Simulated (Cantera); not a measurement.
Thermodynamics of calcination and drying, feed LiOH + H₂O + H₂

A closed system holds: 1 mol LiOH, 0.72 mol H₂O, 0.067 mol H₂, equilibrated at 0.130 bar.

These are equilibrium values from Cantera (NASA tables, ideal gas, pure condensed phases), not measurements of a reactor. Candidate condensed phases: H₂O, Li, LiH, LiOH, Li₂O; 17 gas species. Kinetics and transport are ignored.

From 1373 K to 1773 K the condensed part is Li₂O(s). From 1823 K to 1973 K nothing is condensed. The main Li-bearing gas is LiOH throughout.

```
T (K)  x H₂O  x LiOH    x H₂      x Li  n Li₂O(s)
-----  -----  ------  ------  --------  ---------
1373   0.926  0.0220  0.0515   5.89e-6      0.485
1423   0.911  0.0377  0.0511   1.59e-5      0.474
1473   0.887  0.0619  0.0504   4.02e-5      0.458
1523   0.852  0.0974  0.0495   9.56e-5      0.432
1573   0.803   0.147  0.0481  0.000216      0.396
1623   0.738   0.213  0.0462  0.000466      0.343
1673   0.657   0.296  0.0438  0.000970      0.272
1723   0.561   0.393  0.0407   0.00195      0.178
1773   0.457   0.498  0.0368   0.00383     0.0594
1823   0.411   0.544  0.0345   0.00584          0
1873   0.412   0.542  0.0337   0.00737          0
1923   0.413   0.539  0.0328   0.00913          0
1973   0.415   0.536  0.0319    0.0112          0
```
x: gas mole fraction; n: condensed amount in mol.
